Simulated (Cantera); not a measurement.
Cantera with NASA thermochemical tables; ideal gases at 1 bar, condensed phases pure. Values are per mole of reaction as written; species without (g) are pure solids or liquids, kept so even where they would boil at 1 bar.

**Question.** Between 775 and 1975 K, where is each reaction favourable under standard conditions?
- CaF2 = 2 F(g) + Ca

**Answer.** 
- CaF2 = 2 F(g) + Ca: ΔG° is 1159 kJ at 775 K and 824 kJ at 1975 K; it stays positive (K < 1). ΔH° is 1330 kJ and ΔS° 256 J/K at 1975 K.
